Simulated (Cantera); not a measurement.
Input (Python, Cantera):

```python
import numpy as np
import cantera as ct

surf = ct.Interface("diamond.yaml", "diamond_100")
gas, bulk = surf.adjacent["gas"], surf.adjacent["diamond"]
k = surf.kinetics_species_index(bulk.species_names[0])
cover = ["c6HH", "c6H*", "c6*H", "c6**", "c6HM", "c6B"]

rows, drift = [], 0.0
print(f"{'T':>10s}{'um/h':>11s}" + "".join(f"{s:>11s}" for s in cover))
for v in [950, 1000, 1050, 1100, 1150, 1200, 1250, 1300, 1350, 1400]:
    T, P, xH, xCH3 = v, 2100, 0.023, 0.00025
    gas.TPX = T, P, {"H": xH, "CH3": xCH3, "CH4": 0.0062, "H2": 1 - xH - xCH3 - 0.0062}
    surf.TP = bulk.TP = T, P
    surf.coverages = "c6H*:0.1, c6HH:0.9"
    surf.advance_coverages(100.0)
    before = surf.coverages
    surf.advance_coverages(100.0)
    drift = max(drift, np.max(np.abs(surf.coverages - before) / (surf.coverages + 1e-9)))
    rate = surf.net_production_rates[k] * bulk.mean_molecular_weight / bulk.density * 3.6e9
    rows.append([rate, *surf[cover].coverages])
    print(f"{v:10.4g}{rate:11.4e}" + "".join(f"{x:11.3e}" for x in rows[-1][1:]))
```

It prints:

```
         T       um/h       c6HH       c6H*       c6*H       c6**       c6HM        c6B
       950 2.1546e+00  6.374e-01  1.410e-02  3.324e-01  6.661e-03  7.247e-03  5.847e-09
      1000 2.7180e+00  5.920e-01  1.828e-02  3.721e-01  9.720e-03  5.786e-03  7.376e-09
      1050 3.2358e+00  5.489e-01  2.290e-02  4.080e-01  1.361e-02  4.538e-03  8.780e-09
      1100 3.5156e+00  5.086e-01  2.787e-02  4.400e-01  1.840e-02  3.352e-03  9.540e-09
      1150 3.3115e+00  4.714e-01  3.310e-02  4.678e-01  2.412e-02  2.183e-03  8.986e-09
      1200 2.6519e+00  4.372e-01  3.850e-02  4.914e-01  3.077e-02  1.191e-03  7.196e-09
      1250 1.9556e+00  4.058e-01  4.395e-02  5.109e-01  3.830e-02  5.555e-04  5.307e-09
      1300 1.5366e+00  3.770e-01  4.937e-02  5.264e-01  4.666e-02  2.373e-04  4.170e-09
      1350 1.3914e+00  3.508e-01  5.469e-02  5.383e-01  5.576e-02  9.837e-05  3.776e-09
      1400 1.3720e+00  3.271e-01  5.988e-02  5.472e-01  6.551e-02  4.043e-05  3.723e-09
```

Cantera simulation using the Harris–Goodwin 1993 mechanism for the reconstructed diamond (100) surface; the numbers are that mechanism's predictions, not measurements.
